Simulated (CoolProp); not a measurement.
Nitrogen at 512.79 K and 11 MPa flows at 0.67 m/s in a round tube of 12.7 mm bore and 45 µm roughness, fully developed (64/Re and Nu = 3.66 if laminar; Colebrook and Gnielinski if turbulent). Each further row changes one setting.

Values from CoolProp's reference Helmholtz-energy equation of state, Span 2000.

```csv
case,Reynolds number,Darcy friction factor,pressure drop (Pa/m),heat-transfer coefficient (W/(m² K)),mass flow (kg/h)
as stated,21300,0.0321,[?],[?],[?]
velocity 1.34 m/s,42500,[?],[?],443,42.1
diameter 25.4 mm,42500,[?],16.1,193,84.1
```

Some entries are withheld; supply them.


- as stated, pressure drop (Pa/m): 39.0
- as stated, heat-transfer coefficient (W/(m² K)): 232
- as stated, mass flow (kg/h): 21.0
- velocity 1.34 m/s, Darcy friction factor: 0.0300
- velocity 1.34 m/s, pressure drop (Pa/m): 146
- diameter 25.4 mm, Darcy friction factor: 0.0264

Viscosity comes from a separate model (Lemmon 2004). Thermal conductivity comes from a separate model (Lemmon 2004).
